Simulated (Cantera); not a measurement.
A perfectly stirred reactor is fed with 16.4 % H₂, 17.4 % O₂, 65.8 % N₂, 0.100 % NO, 0.214 % CO₂, at 10.0 bar; it is adiabatic with a 575 K inlet, and is followed from long to short residence time, starting on the burning branch (τ in s: 0.037, 0.017, 0.008, 0.0037, 0.0017, 0.00082, 0.00038, 0.00018, 8.3e-05).

Model: GRI-Mech 3.0 (53 species, 325 reactions), integrated in Cantera. The hydrogen kinetics of GRI-Mech 3.0 are dated; newer H2 mechanisms differ, most at raised pressure. The mechanism lacks 2 NO + O2 → 2 NO2 and HONO, so NO2 and the effect of NO are under-described below about 1400 K.

x: mole fraction; the columns are a selection and need not sum to one.

| τ (s) | T (K) | x H₂ | x O₂ | x NO | x O | x OH | x N₂O |
|---|---|---|---|---|---|---|---|
| 0.037 | 1810 | 4.11e-5 | 0.100 | 0.00109 | 2.09e-5 | 0.000563 | (withheld) |
| 0.017 | 1809 | 6.85e-5 | 0.100 | 0.00109 | 2.80e-5 | 0.000645 | (withheld) |
| 0.0080 | 1808 | 0.000114 | 0.100 | 0.00109 | 4.02e-5 | 0.000764 | (withheld) |
| 0.0037 | 1807 | 0.000194 | 0.100 | 0.00109 | 6.17e-5 | 0.000932 | (withheld) |
| 0.0017 | 1805 | 0.000328 | 0.100 | 0.00108 | 9.88e-5 | 0.00116 | (withheld) |
| 0.00082 | 1801 | 0.000537 | 0.100 | 0.00108 | 0.000157 | 0.00143 | (withheld) |
| 0.00038 | 1797 | 0.000901 | 0.100 | 0.00108 | 0.000258 | 0.00178 | 3.13e-6 |
| 0.00018 | 1789 | 0.00149 | 0.100 | 0.00108 | 0.000421 | 0.00221 | 3.07e-6 |
| 8.3e-5 | 1777 | 0.00249 | 0.100 | 0.00108 | 0.000693 | 0.00273 | (withheld) |

Problem. Fill in the missing entries.

Solution. 
- 0.037, x N₂O: 7.31e-7
- 0.017, x N₂O: 9.47e-7
- 0.0080, x N₂O: 1.28e-6
- 0.0037, x N₂O: 1.77e-6
- 0.0017, x N₂O: 2.36e-6
- 0.00082, x N₂O: 2.86e-6
- 8.3e-5, x N₂O: 2.76e-6
